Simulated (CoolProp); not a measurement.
Properties of oxygen along the isobar 25900 kPa.

Values from CoolProp's reference Helmholtz-energy equation of state, Schmidt 1985. Above 300 K oxygen's equation is extrapolated.

```csv
T (K),phase,Z,conductivity (mW/(m K)),fugacity coefficient
127.8,liquid,0.7562,125,0.1045
142.4,liquid,0.7258,109,0.1759
157.1,supercritical,0.7105,94.2,0.2621
171.8,supercritical,0.7099,81.5,0.3557
186.4,supercritical,0.7234,71.0,0.4494
201.1,supercritical,0.7500,62.6,0.5388
215.8,supercritical,0.7858,56.3,0.6195
230.4,supercritical,0.8249,51.6,0.6894
245.1,supercritical,0.8631,48.2,0.7497
259.7,supercritical,0.8973,45.8,0.8004
274.4,supercritical,0.9270,44.2,0.8433
289.1,supercritical,0.9522,43.1,0.8795
303.7,supercritical,0.9732,42.4,0.9098
```

Thermal conductivity comes from a separate model (Lemmon 2004).
